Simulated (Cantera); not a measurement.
Charge: 1 mol N2O, 0.11 mol O2, 6.8 mol H2, equilibrated at 2.03 Torr.

Method: chemical equilibrium by Gibbs-energy minimisation in Cantera with the NASA 1993 tables (ideal gas, pure condensed phases). Candidate condensed phases: H2O; 24 gas species. Equilibrium is a limit: real reactors are often held back by kinetics, nucleation or transport. All values below are at 2052 °C.

Base state: H2 0.579, H 0.161, H2O 0.135, N2 0.117, OH 0.00628, O 0.00119, NO 0.000149, O2 0.000116 (mole fractions); condensed: gas only.

What changes in the equilibrium state with this change: N2O replaced by SF6?


```csv
species,before,after
HF,0,0.535
H2,0.579,0.269
H,0.161,0.110
H2O,0.135,0.0101
N2,0.117,0
S,0,0.0449
S2,0,0.0137
SH,0,0.00808
SO,0,0.00786
H2S,0,0.000452
SO2,0,0.000377
F,0,0.000279
```
Further candidate phases: H2SO4, S.
